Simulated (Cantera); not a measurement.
Charge: 1 mol SiCl₄, 1.3 mol Cl₂, 0.44 mol H₂, 1.6 mol HCl, held at 1100000 Pa.

Equilibrium computed with Cantera from the NASA thermochemical tables; the gas is ideal and each condensed phase is pure. Candidate condensed phases: Si; 19 gas species. Rates play no part. All values below are at 1475 K.

Base state: HCl 0.570, SiCl₄ 0.230, Cl₂ 0.194, Cl 0.00654 (mole fractions); condensed: gas only.

Task: What changes in the equilibrium state with this change: pressure from 1100000 Pa to 11000 Pa?

Result: 
```tsv
species	before	after
HCl	0.570	0.554
SiCl₄	0.230	0.223
Cl₂	0.194	0.162
Cl	0.00654	0.0598
SiCl₃	3.36e-6	3.58e-5
```
The tables' values for SiCl₃ are old estimates; treat these amounts as uncertain.
